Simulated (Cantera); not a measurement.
Thermodynamics of tantalum, niobium, vanadium and zirconium in process gases, feed Zr + NH3 + H2

Charge: 1 mol Zr, 0.83 mol NH3, 32 mol H2, held at 1 atm.

Cantera equilibrium calculation (NASA polynomials, part measured and part estimated; ideal gas, pure solids and liquids). Candidate condensed phases: Zr, ZrN; 11 gas species. Mutual solubility and eutectic melting of coexisting phases are not modelled. ZrN: taken at fixed stoichiometry. Condensed phases not in the tables: N, O or C dissolved in the metal. Rates play no part.

From 1600 K to 2100 K the condensed part is Zr(β) + ZrN(s). From 2200 K to 2500 K the condensed part is Zr(l) + ZrN(s).

```tsv
T (K)	x H2	x H	x Zr	x N2	x NH3	n Zr(β)	n ZrN(s)	n Zr(l)
1600	1.000	5.40e-5	<1e-12	<1e-12	3.75e-12	0.170	0.830	0
1700	1.000	0.000146	4.05e-12	<1e-12	1.44e-11	0.170	0.830	0
1800	1.000	0.000356	4.33e-11	2.56e-12	4.73e-11	0.170	0.830	0
1900	0.999	0.000788	3.60e-10	3.18e-11	1.37e-10	0.170	0.830	0
2000	0.998	0.00161	2.42e-9	3.06e-10	3.55e-10	0.170	0.830	0
2100	0.997	0.00309	1.36e-8	2.36e-9	8.39e-10	0.170	0.830	0
2200	0.994	0.00558	6.22e-8	1.63e-8	1.91e-9	0	0.830	0.170
2300	0.990	0.00957	2.46e-7	9.78e-8	4.07e-9	0	0.830	0.170
2400	0.984	0.0157	8.66e-7	5.05e-7	8.14e-9	0	0.830	0.170
2500	0.975	0.0247	2.75e-6	2.28e-6	1.53e-8	0	0.830	0.170
```
x: gas mole fraction; n: condensed amount in mol.
